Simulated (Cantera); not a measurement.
A closed system holds: 1 mol Cr, 0.8 mol NH3, 7.1 mol N2, equilibrated at 2648 K and 10.0 mbar.

Method: chemical equilibrium by Gibbs-energy minimisation in Cantera with the NASA 1993 tables (ideal gas, pure condensed phases). Rates play no part.

```
species  before   after
-------  ------  ------
N2        0.729   0.597
H         0.114   0.180
H2       0.0598   0.150
Cr       0.0972  0.0728
```
Gas species are given as mole fractions.

### Question
What was changed between the two runs?
A) NH3 from 0.8 to 2.2 mol
B) temperature from 2648 K to 1925 K
C) temperature from 2648 K to 1025 K
D) temperature from 2648 K to 1673.15 K

### Answer
A, NH3 from 0.8 to 2.2 mol
